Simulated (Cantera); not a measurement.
Cantera run, input and output.

```python
import numpy as np
import cantera as ct

gas = ct.Solution("gri30.yaml")
gas.TPX = 725, 690000, {'CH4': 1, 'C2H6': 0.63, 'O2': 3.23, 'N2': 23.3}
inlet = ct.Reservoir(gas, clone=True)
gas.equilibrate("HP")  # start burning
reactor = ct.IdealGasConstPressureReactor(gas, energy="on", clone=False)
exhaust = ct.Reservoir(gas, clone=True)
tau = [0.074, 0.031, 0.013, 0.0056, 0.0023, 0.00099, 0.00042, 0.00018, 7.4e-05, 3.1e-05, 1.3e-05, 5.6e-06][0]
for a, b in ((inlet, reactor), (reactor, exhaust)):
    ct.MassFlowController(a, b, mdot=lambda t: reactor.mass / tau)
net = ct.ReactorNet([reactor])
show = ['CH4', 'C2H6', 'O2', 'CH3', 'C2H2', 'H2O2']

rows = []
print(f"{'tau/s':>10s}{'T/K':>9s}" + "".join(f"{s:>11s}" for s in show))
for tau in [0.074, 0.031, 0.013, 0.0056, 0.0023, 0.00099, 0.00042, 0.00018, 7.4e-05, 3.1e-05, 1.3e-05, 5.6e-06]:
    net.initial_time = 0.0
    net.advance(30 * tau)
    before = gas.X
    net.advance(40 * tau)
    drift = np.max(np.abs(gas.X - before) / (gas.X + 1e-9))
    rows.append([gas.T, *gas[show].X, drift])
    print(f"{tau:10.3e}{gas.T:9.1f}" + "".join(f"{x:11.3e}" for x in gas[show].X))
```

It prints:

```
     tau/s      T/K        CH4       C2H6         O2        CH3       C2H2       H2O2
 7.400e-02   1848.2  1.595e-03  3.064e-06  3.597e-04  6.510e-05  7.646e-04  5.977e-09
 3.100e-02   1846.2  1.961e-03  6.861e-06  7.061e-04  9.873e-05  1.038e-03  1.329e-08
 1.300e-02   1840.0  2.199e-03  1.442e-05  1.292e-03  1.415e-04  1.250e-03  2.923e-08
 5.600e-03   1828.4  2.320e-03  2.823e-05  2.195e-03  1.916e-04  1.384e-03  6.201e-08
 2.300e-03   1807.7  2.449e-03  5.625e-05  3.764e-03  2.551e-04  1.452e-03  1.353e-07
 9.900e-04   1771.5  2.814e-03  1.149e-04  6.575e-03  3.283e-04  1.439e-03  2.856e-07
 4.200e-04   1643.1  5.063e-03  4.340e-04  1.731e-02  3.883e-04  1.113e-03  8.723e-07
 1.800e-04    725.0  3.551e-02  2.237e-02  1.147e-01  5.734e-14 -1.534e-17  9.686e-18
 7.400e-05    725.0  3.551e-02  2.237e-02  1.147e-01  2.605e-14  1.122e-22  2.614e-18
 3.100e-05    725.0  3.551e-02  2.237e-02  1.147e-01  1.140e-14 -6.069e-27  4.407e-19
 1.300e-05    725.0  3.551e-02  2.237e-02  1.147e-01  4.870e-15  2.316e-30  7.588e-20
 5.600e-06    725.0  3.551e-02  2.237e-02  1.147e-01  2.115e-15 -2.489e-34  1.400e-20
```

Cantera simulation using GRI-Mech 3.0 (53 species, 325 reactions); the numbers are that mechanism's predictions, not measurements.
